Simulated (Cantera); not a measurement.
A closed system holds: 1 mol TiO₂, 480 mol H₂, held at 75.0 Torr.

Equilibrium computed with Cantera from the NASA thermochemical tables; the gas is ideal and each condensed phase is pure. Candidate condensed phases: H₂O, Ti, TiO, TiO₂, Ti₂O₃, Ti₃O₅, Ti₄O₇; 12 gas species. Mutual solubility and eutectic melting of coexisting phases are not modelled. Condensed phases not in the tables: Magnéli phases beyond Ti₄O₇. The numbers say what is thermodynamically allowed, not how fast it happens.

log p: log10 of the partial pressure in bar; n: condensed amount in mol.

| T (°C) | log p H₂ | log p H₂O | log p H | n TiO₂(rutile) | n Ti₄O₇(s) |
|---|---|---|---|---|---|
| 827 | -1.00 | -4.50 | -8.09 | 0.395 | 0.151 |
| 852 | -1.00 | … | … | … | … |
| 877 | -1.00 | -4.28 | -7.63 | 0 | 0.250 |
| 902 | -1.00 | -4.28 | … | 0 | 0.250 |
| 927 | -1.00 | -4.28 | -7.20 | 0 | 0.250 |
| 952 | -1.00 | -4.28 | -7.01 | 0 | 0.250 |
| 977 | -1.00 | -4.28 | -6.82 | 0 | 0.250 |
| 1002 | -1.00 | -4.28 | -6.63 | 0 | 0.250 |

**Question.** What belongs in the gaps?

**Answer.** 
- 852, log p H₂O: -4.36
- 852, log p H: -7.85
- 852, n TiO₂(rutile): 0.164
- 852, n Ti₄O₇(s): 0.209
- 902, log p H: -7.41
